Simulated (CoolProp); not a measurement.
Vapour-liquid equilibrium of R114 (1) + R113 (2) at 1130 kPa; x and y are mole fractions of (1).

Values from CoolProp's multi-fluid Helmholtz-energy mixture model, Platzer 1990 and Marx 1992; pair parameters Bell 2016. This equation is an older, rougher fit; its heat capacities, sound speeds and derivatives of the liquid may be far off and weren't checked against measurements.

```json
[
 {"x": "0.05", "bubble temperature (°C)": "141.8", "y at the bubble point": "0.099", "dew temperature at overall composition x (°C)": "143.8", "liquid density (mol/L)": "6.561"},
 {"x": "0.2", "bubble temperature (°C)": "(withheld)", "y at the bubble point": "0.354", "dew temperature at overall composition x (°C)": "137.6", "liquid density (mol/L)": "6.714"},
 {"x": "0.35", "bubble temperature (°C)": "120.6", "y at the bubble point": "(withheld)", "dew temperature at overall composition x (°C)": "130.8", "liquid density (mol/L)": "6.844"},
 {"x": "0.5", "bubble temperature (°C)": "111.7", "y at the bubble point": "0.700", "dew temperature at overall composition x (°C)": "123.3", "liquid density (mol/L)": "6.951"},
 {"x": "0.65", "bubble temperature (°C)": "103.9", "y at the bubble point": "0.815", "dew temperature at overall composition x (°C)": "114.8", "liquid density (mol/L)": "7.036"},
 {"x": "0.8", "bubble temperature (°C)": "97.1", "y at the bubble point": "0.905", "dew temperature at overall composition x (°C)": "(withheld)", "liquid density (mol/L)": "(withheld)"},
 {"x": "0.95", "bubble temperature (°C)": "90.9", "y at the bubble point": "(withheld)", "dew temperature at overall composition x (°C)": "93.3", "liquid density (mol/L)": "7.145"}
]
```

### Question
Complete the blanks.

### Answer

- 0.2, bubble temperature (°C): 130.6
- 0.35, y at the bubble point: 0.550
- 0.8, dew temperature at overall composition x (°C): 105.0
- 0.8, liquid density (mol/L): 7.100
- 0.95, y at the bubble point: 0.978

No azeotrope shows between x = 0.05 and 0.95.

The pair parameters rest on a limited set of measurements; away from them the model extrapolates.
